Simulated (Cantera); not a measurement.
A Cantera script and its output.

```python
import numpy as np
import cantera as ct

gas = ct.Solution("gri30.yaml")
gas.TPX = 1225, 13332, {'H2': 1.1, 'O2': 1, 'N2': 1.8}
reactor = ct.IdealGasConstPressureReactor(gas, energy="off", clone=False)
net = ct.ReactorNet([reactor])
net.rtol, net.atol = 1e-08, 1e-18
show = ['H2', 'O2', 'NO2', 'N2O', 'NO', 'HO2', 'H2O2']
times = np.geomspace(1e-05, 5, 14)

steps = ct.SolutionArray(gas, extra=["t"])
rows = []
print(f"{'t/s':>10s}{'T/K':>9s}{'P/Pa':>11s}" + "".join(f"{s:>11s}" for s in show))
for t in times:
    while net.time < t:
        t_next = net.step()
        steps.append(gas.state, t=t_next)
    rows.append([np.interp(t, steps.t, y) for y in (steps.T, steps.P, *steps(*show).X.T)])
    print(f"{t:10.3e}{rows[-1][0]:9.1f}{rows[-1][1]:11.4g}" + "".join(f"{x:11.3e}" for x in rows[-1][2:]))
rate = np.gradient(steps.T, steps.t)
print("integrator steps:", len(steps.t))
if steps.T.max() > steps.T[0] + 200:
    print(f"time of steepest temperature rise: {steps.t[rate.argmax()]:.4e} s")
gas.TPX = 1225, 13332, {'H2': 1.1, 'O2': 1, 'N2': 1.8}
gas.equilibrate("TP")
print(f"equilibrium (TP): T = {gas.T:.1f} K  " + "  ".join(f"{s} {gas[s].X[0]:.3e}" for s in show))
```

It prints:

```
       t/s      T/K       P/Pa         H2         O2        NO2        N2O         NO        HO2       H2O2
 1.000e-05   1225.0  1.333e+04  2.821e-01  2.564e-01  1.889e-27  1.464e-16  2.440e-20  1.065e-08  1.496e-11
 2.744e-05   1225.0  1.333e+04  2.821e-01  2.564e-01  3.095e-25  1.372e-15  5.856e-19  3.031e-08  1.139e-10
 7.529e-05   1225.0  1.333e+04  2.820e-01  2.564e-01  1.255e-21  8.869e-14  3.607e-16  2.143e-07  1.237e-09
 2.066e-04   1225.0  1.333e+04  8.943e-02  1.717e-01  1.105e-11  3.020e-09  3.948e-07  2.355e-05  1.944e-06
 5.669e-04   1225.0  1.333e+04  1.584e-02  1.368e-01  5.704e-10  1.772e-08  7.730e-06  2.811e-05  2.934e-06
 1.556e-03   1225.0  1.333e+04  2.294e-03  1.341e-01  4.629e-09  3.256e-08  8.768e-06  2.142e-05  2.522e-06
 4.269e-03   1225.0  1.333e+04  2.126e-04  1.342e-01  3.185e-08  4.177e-08  8.775e-06  5.959e-06  8.241e-07
 1.171e-02   1225.0  1.333e+04  2.657e-05  1.343e-01  6.167e-08  4.518e-08  8.748e-06  1.092e-06  2.359e-07
 3.214e-02   1225.0  1.333e+04  4.994e-06  1.343e-01  5.869e-08  4.674e-08  8.751e-06  2.485e-07  7.322e-08
 8.819e-02   1225.0  1.333e+04  1.270e-06  1.343e-01  4.057e-08  4.743e-08  8.769e-06  7.146e-08  2.460e-08
 2.420e-01   1225.0  1.333e+04  3.876e-07  1.343e-01  2.727e-08  4.707e-08  8.783e-06  2.616e-08  8.762e-09
 6.641e-01   1225.0  1.333e+04  1.371e-07  1.343e-01  2.475e-08  4.452e-08  8.785e-06  1.473e-08  3.372e-09
 1.822e+00   1225.0  1.333e+04  6.535e-08  1.343e-01  3.271e-08  3.725e-08  8.777e-06  1.344e-08  1.650e-09
 5.000e+00   1225.0  1.333e+04  5.261e-08  1.343e-01  3.813e-08  2.278e-08  8.772e-06  1.377e-08  1.321e-09
integrator steps: 1884
equilibrium (TP): T = 1225.0 K  H2 5.225e-08  O2 1.342e-01  NO2 6.841e-07  N2O 3.257e-09  NO 1.565e-04  HO2 1.378e-08  H2O2 1.311e-09
```

Model: GRI-Mech 3.0 (53 species, 325 reactions), integrated in Cantera. The temperature is held fixed by assumption; the heat of reaction is taken as removed at once.
